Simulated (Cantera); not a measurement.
Transport properties of process gases

Gas mixture: 19.2 % NO, 36.6 % O2, 26.4 % H2O, 17.7 % N2O, at 1.00 atm, frozen composition.

Cantera's kinetic-theory transport with the Lennard-Jones parameters of GRI-Mech 3.0, ideal gas; thermal conductivity in the mixture-averaged form. Polar gases are described roughly by these parameters.

```
T (K)  ρ (kg/m³)  cp (J/kg/K)  μ (µPa s)  λ (mW/m/K)     Pr  D (cm²/s) H2  D (cm²/s) H  D (cm²/s) H2O
-----  ---------  -----------  ---------  ----------  -----  ------------  -----------  -------------
400        0.916         1112       21.0        32.7  0.715          1.29         2.04          0.365
500        0.732         1154       25.2        40.8  0.713          1.89         3.04          0.558
600        0.610         1196       29.2        49.0  0.711          2.57         4.19          0.784
700        0.523         1235       32.9        57.2  0.710          3.34         5.48           1.04
800        0.458         1271       36.4        65.3  0.708          4.17         6.90           1.32
900        0.407         1303       39.7        73.2  0.707          5.08         8.44           1.63
1000       0.366         1331       42.9        81.1  0.705          6.06         10.1           1.96
```
D: mixture-averaged diffusion coefficient of that species in the mixture.
